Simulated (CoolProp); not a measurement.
Saturation properties of hexamethyldisiloxane (MM).

Model: reference Helmholtz-energy equation of state, Thol 2016, in CoolProp.

```csv
T (°C),p (kPa),liquid density (kg/m³),enthalpy of vaporisation (kJ/kg),liquid cp (kJ/(kg K))
-0.45,1.318,786.0,240.3,1.837
11.95,2.770,773.2,234.8,1.867
24.35,5.395,760.2,229.2,1.898
36.75,9.839,747.0,223.5,1.931
49.15,16.95,733.6,217.9,1.965
61.55,27.78,720.0,212.1,1.999
73.95,43.60,706.0,206.1,2.035
86.35,65.87,691.7,200.0,2.072
98.75,96.26,677.0,193.6,2.110
111.15,136.6,661.8,187.0,2.149
123.55,188.9,645.9,180.0,2.190
136.05,255.9,629.2,172.5,2.233
148.45,338.8,611.8,164.6,2.280
160.85,440.8,593.3,156.0,2.330
```

It boils at 100.5 °C under 1 atm.
